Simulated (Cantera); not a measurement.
A Cantera script and what it prints.

```python
import numpy as np
import cantera as ct

gas_names = [...]  # 95 gases of nasa_gas.yaml made of C, F, H
cond_names = """
    C(gr) C6H6(L) C7H8(L) C8H18(L),n-octa
""".split()


# ... load() reads the species with a 1 bar reference pressure and builds the phases ...
atoms = {
    'CH3F': {'C': 1, 'H': 3, 'F': 1},
    'H2': {'H': 2},
}
top_T = {'C(gr)': 4500}  # K; cautious upper limits of use, not melting points


# ... equilibrate(T, P, feed) seeds the gas with the atoms and calls Mixture.equilibrate('TP', solver="vcs", rtol=1e-11, max_steps=5000) ...
results = []
feed = {'CH3F': 1, 'H2': 0.43}  # mol
P = 1.8  # Pa
for T in [2398, 2423, 2448, 2473, 2498, 2523, 2548, 2573, 2598, 2623, 2648, 2673, 2698]:
    mix = equilibrate(T, P, feed)
    results.append((T, P, feed, dict(zip(mix.species_names, mix.species_moles))))

top = {s: max(r[3][s] / sum(r[3][g] for g in gas_names) for r in results) for s in gas_names}
cols = sorted((s for s in top if top[s] > 1e-06), key=lambda s: -top[s])[:6]
seen = [c for c in cond_names if any(r[3].get(c, 0) > 1e-12 for r in results)]
print("log10 of partial pressures in bar; condensed amounts in mol")
print(f"{'T/K':>10s}" + "".join(f"{s[:9]:>10s}" for s in cols + seen))
for T, P, feed, n in results:
    ng = sum(n[g] for g in gas_names)
    print(f"{T:10.4g}" + "".join(f"{np.log10(max(n[s] / ng * P / 1e5, 1e-99)):10.3f}" for s in cols)
          + "".join(f"{n.get(c, 0):10.4g}" for c in seen))
```

It prints:

```
log10 of partial pressures in bar; condensed amounts in mol
       T/K         H        HF         F        C3         C        H2     C(gr)
      2398    -4.904    -5.337    -6.838    -7.023    -7.414    -6.203    0.9236
      2423    -4.900    -5.347    -6.720    -6.841    -7.253    -6.298    0.8846
      2448    -4.898    -5.360    -6.604    -6.663    -7.096    -6.394    0.8261
      2473    -4.898    -5.376    -6.492    -6.488    -6.942    -6.492    0.7386
      2498    -4.900    -5.396    -6.386    -6.317    -6.791    -6.592    0.6076
      2523    -4.904    -5.423    -6.285    -6.150    -6.643    -6.697    0.4107
      2548    -4.913    -5.458    -6.191    -5.986    -6.498    -6.806    0.1123
      2573    -4.915    -5.489    -6.102    -5.952    -6.398    -6.902         0
      2598    -4.913    -5.521    -6.020    -5.973    -6.318    -6.988         0
      2623    -4.912    -5.558    -5.945    -5.998    -6.241    -7.073         0
      2648    -4.911    -5.602    -5.878    -6.027    -6.167    -7.157         0
      2673    -4.910    -5.651    -5.818    -6.060    -6.096    -7.239         0
      2698    -4.910    -5.706    -5.766    -6.099    -6.028    -7.322         0
```

Cantera equilibrium calculation (NASA polynomials, part measured and part estimated; ideal gas, pure solids and liquids).
